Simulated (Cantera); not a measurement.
Mixture: CH₄ : O₂ : N₂ = 1 : 2.63 : 9.89 (molar parts), equivalence ratio 0.76, at 1.01 bar, adiabatic and at constant volume. Ignition delay is the time to a rise of 400 K.

Computed with Cantera and GRI-Mech 3.0 (53 species, 325 reactions).

Problem. Predict: delay at 1298 K; delay at 1498 K; delay at 1698 K; delay at 1898 K; delay at 2098 K; apparent activation energy between 1898 and 2098 K.

Solution. 
```json
{
 "delay at 1298 K": "9.91 ms",
 "delay at 1498 K": "1.02 ms",
 "delay at 1698 K": "0.197 ms",
 "delay at 1898 K": "58.8 µs",
 "delay at 2098 K": "22.8 µs",
 "apparent activation energy between 1898 and 2098 K": "160 kJ/mol"
}
```
